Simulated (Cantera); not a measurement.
Equilibrium for silicon oxide and oxynitride deposition: Si2H6 + N2O

Charge: 1 mol Si2H6, 37 mol N2O, equilibrated at 675 °C and 570 Pa.

These are equilibrium values from Cantera (NASA tables, ideal gas, pure condensed phases), not measurements of a reactor. Candidate condensed phases: H2O, Si, SiO2, Si2N2O, Si3N4; 35 gas species. The feed counts by its element totals alone. Kinetics and transport are ignored.

x(N2): 0.673
x(O2): 0.273
x(H2O): 0.0545
x(NO): 1.81e-5
n(SiO2(β-quartz)): 2.00 mol
gas amount: 55.00 mol
log10 activity of Si(s) (absent): -37.92
